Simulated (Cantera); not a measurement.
Feed: 1 mol CH3SiCl3, 120 mol H2, held at 41000 Pa.

These are equilibrium values from Cantera (NASA tables, ideal gas, pure condensed phases), not measurements of a reactor. Candidate condensed phases: C, C6H6, C7H8, C8H18, Si, SiC; 109 gas species. The feed counts by its element totals alone. The tables' values for SiCl, SiCl3 are old estimates; treat these amounts as uncertain. Gases not in the tables: Si2H6 and higher silanes. Kinetics and transport are ignored.

x: gas mole fraction; n: condensed amount in mol.

```csv
T (K),x H2,x HCl,x H,x CH4,x SiCl4,n SiC(s)
973,0.980,0.0154,1.67e-9,…,0.00179,0.698
1123,0.976,0.0226,6.57e-8,…,0.000275,0.933
1273,0.976,0.0239,1.10e-6,…,2.55e-5,0.978
1423,0.976,0.0241,1.02e-5,0.000129,1.89e-6,0.984
1573,0.976,0.0241,6.27e-5,0.000120,1.89e-7,0.985
1723,0.975,0.0241,0.000281,…,2.90e-8,0.985
1873,0.975,0.0240,0.000995,…,7.30e-9,0.980
2023,0.973,0.0238,0.00293,…,2.69e-9,0.964
2173,0.968,0.0235,0.00741,…,1.09e-9,0.918
```

**Question.** Fill in the missing entries.

**Answer.** 
- 973, x CH4: 0.00246
- 1123, x CH4: 0.000544
- 1273, x CH4: 0.000176
- 1723, x CH4: 0.000111
- 1873, x CH4: 8.49e-5
- 2023, x CH4: 5.61e-5
- 2173, x CH4: 4.02e-5
